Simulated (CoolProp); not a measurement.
n-octane at several states: Z from the reference equation and from simpler models built on Tc = 568.7 K, pc = 2.484 MPa, ω = 0.398; each cubic takes its own stable root.

The numbers come from the reference Helmholtz-energy equation of state, Beckmüller 2019 in CoolProp.

| T (K) | p (MPa) | phase | reference | van der Waals | Peng-Robinson |
|---|---|---|---|---|---|
| 272.5 | 6.8 | liquid | 0.4735 | 0.8364 | 0.4956 |
| 469.9 | 8.75 | liquid | [?] | [?] | [?] |
| 558.6 | 0.0179 | gas | 0.9972 | 0.9978 | 0.9971 |
| 332.7 | 0.0351 | liquid | 0.002163 | [?] | 0.002227 |
| 293.9 | 0.165 | liquid | [?] | [?] | 0.01142 |
| 602.5 | 4.55 | supercritical | [?] | 0.4203 | [?] |

Problem. Fill in the missing entries.

Solution. 
- 469.9, reference: 0.4535
- 469.9, van der Waals: 0.7294
- 469.9, Peng-Robinson: 0.4587
- 332.7, van der Waals: 0.9854
- 293.9, reference: 0.01099
- 293.9, van der Waals: 0.01979
- 602.5, reference: 0.3244
- 602.5, Peng-Robinson: 0.3751

At some of these states van der Waals gives the other phase, because its saturation line lies elsewhere.
